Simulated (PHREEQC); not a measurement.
Dissolve 0.014 mol/kgw HNO3 and 0.27 mol/kgw CuSO4 at 25 °C. Closed to the air; pH follows from the charge balance.

Computed with PHREEQC (ion-association model, wateq4f.dat).

Precipitation was switched off in this run.

Q: Order these S species by the share of S that they hold, largest first: CuSO4, SO4-2, HSO4-.

A: CuSO4 (52 %), SO4-2 (44 %), HSO4- (3.8 %)

The pH is 2.54 and the ionic strength 0.510 mol/kgw. Complexes and solids missing from the database can't appear.
